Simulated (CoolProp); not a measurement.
C3F8 (R218) along the isobar 4.85 MPa: Z from the reference equation and from simpler models built on Tc = 71.9 °C, pc = 2.640 MPa, ω = 0.317; each cubic takes its own stable root.

Computed with CoolProp (reference Helmholtz-energy equation of state, Lemmon 2006). It is a short technical equation, of lower accuracy than the large ones.

| T (°C) | phase | reference |
|---|---|---|
| -65.35 | liquid | 0.3044 |
| -51.15 | liquid | 0.2933 |
| -36.95 | liquid | 0.2842 |
| -22.75 | liquid | 0.2770 |
| -8.55 | liquid | 0.2716 |
| 5.55 | liquid | 0.2681 |
| 19.75 | liquid | 0.2666 |
| 33.95 | liquid | 0.2675 |
| 48.15 | liquid | 0.2717 |
| 62.35 | liquid | 0.2808 |
| 76.45 | supercritical | 0.2990 |
| 90.65 | supercritical | 0.3386 |
| 104.85 | supercritical | 0.4253 |

Problem. How far does each simpler model (van der Waals, Redlich-Kwong, Peng-Robinson) lie from the reference over these 13 states: mean and median of the absolute difference, and the worst?

Solution. 
- van der Waals: mean 44.2 %, median 50.0 %, worst +57.0 % at -65.35 °C and 4.85 MPa
- Redlich-Kwong: mean 9.4 %, median 9.4 %, worst +12.7 % at 62.35 °C and 4.85 MPa
- Peng-Robinson: mean 5.4 %, median 6.1 %, worst -7.3 % at -36.95 °C and 4.85 MPa
